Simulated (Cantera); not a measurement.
Cantera run:

```python
import numpy as np
import cantera as ct

gas_names = """
    C CO COS CO2 CS CS2 C2 C2O C3 C3O2 C4 C5 Fe FeC5O5 FeO O O2 O3 S SO SO2 SO3 S2 S2O S8
""".split()
cond_names = """
    C(gr) Fe(a) Fe(c) Fe(d) Fe(L) FeC5O5(L) FeO(s) FeO(L) FeS(a) FeS(b) FeS(c) FeS(L) FeSO4(s) FeS2(s)
    Fe2O3(s) Fe2S3O12(s) Fe3O4(s) S(cr1) S(cr2) S(L)
""".split()


def load(file, names, dense=False):
    # The tables refer to 1 bar. Condensed volumes are neglected.
    table = {s.name: s for s in ct.Species.list_from_file(file)}
    out = []
    for n in names:
        d = dict(table[n].input_data)
        d["thermo"] = dict(d["thermo"], **{"reference-pressure": 1e5})
        if dense:
            d["equation-of-state"] = {"model": "constant-volume", "density": "1e6 g/cm^3"}
        out.append(ct.Species.from_dict(d))
    return out


gas = ct.Solution(thermo="ideal-gas", species=load("nasa_gas.yaml", gas_names))
cond = {s.name: ct.Solution(thermo="fixed-stoichiometry", species=[s], name=s.name)
        for s in load("nasa_condensed.yaml", cond_names, dense=True)}
atoms = {
    'Fe2O3': {'Fe': 2, 'O': 3},
    'SO3': {'S': 1, 'O': 3},
    'CO2': {'C': 1, 'O': 2},
}
top_T = {'C(gr)': 4500, 'FeSO4(s)': 950, 'FeS2(s)': 1010, 'Fe2O3(s)': 1830, 'Fe2S3O12(s)': 1100, 'Fe3O4(s)': 1870}  # K; cautious upper limits of use, not melting points


def equilibrate(T, P, feed):
    n = {}
    for name, mol in feed.items():
        for a, k in atoms[name].items():
            n[a] = n.get(a, 0.0) + k * mol
    gas.TPX = T, P, n
    mass = sum(n.values()) * gas.mean_molecular_weight
    gas.equilibrate("TP")
    valid = [c for c in cond.values() if c.min_temp <= T <= top_T.get(c.name, c.max_temp)]
    mix = ct.Mixture([(gas, mass / gas.mean_molecular_weight)] + [(c, 0.0) for c in valid])
    mix.T, mix.P = T, P
    mix.equilibrate("TP", solver="vcs", rtol=1e-11, max_steps=5000)
    return mix


results = []
T = 1275  # K
P = 10000  # Pa
for m in [0.56, 0.74, 0.98, 1.3, 1.7, 2.2, 3, 3.9, 5.2]:
    feed = {'Fe2O3': 1, 'SO3': 0.39, 'CO2': m}  # mol
    mix = equilibrate(T, P, feed)
    results.append((T, P, feed, dict(zip(mix.species_names, mix.species_moles))))

top = {s: max(r[3][s] / sum(r[3][g] for g in gas_names) for r in results) for s in gas_names}
cols = sorted((s for s in top if top[s] > 1e-05), key=lambda s: -top[s])[:6]
seen = [c for c in cond_names if any(r[3].get(c, 0) > 1e-12 for r in results)]
print("log10 of partial pressures in bar; condensed amounts in mol")
print(f"{'n(CO2)':>10s}" + "".join(f"{s[:9]:>10s}" for s in cols + seen))
for T, P, feed, n in results:
    ng = sum(n[g] for g in gas_names)
    print(f"{feed['CO2']:10.4g}" + "".join(f"{np.log10(max(n[s] / ng * P / 1e5, 1e-99)):10.3f}" for s in cols)
          + "".join(f"{n.get(c, 0):10.4g}" for c in seen))
```

Result:

```
log10 of partial pressures in bar; condensed amounts in mol
    n(CO2)       CO2       SO2        O2       SO3  Fe2O3(s)
      0.56    -1.309    -1.474    -1.776    -3.200         1
      0.74    -1.252    -1.538    -1.839    -3.294         1
      0.98    -1.202    -1.610    -1.911    -3.402         1
       1.3    -1.161    -1.690    -1.991    -3.523         1
       1.7    -1.128    -1.773    -2.074    -3.648         1
       2.2    -1.102    -1.859    -2.160    -3.776         1
         3    -1.077    -1.968    -2.269    -3.940         1
       3.9    -1.061    -2.065    -2.366    -4.085         1
       5.2    -1.046    -2.175    -2.476    -4.250         1
```

These are equilibrium values from Cantera (NASA tables, ideal gas, pure condensed phases), not measurements of a reactor.
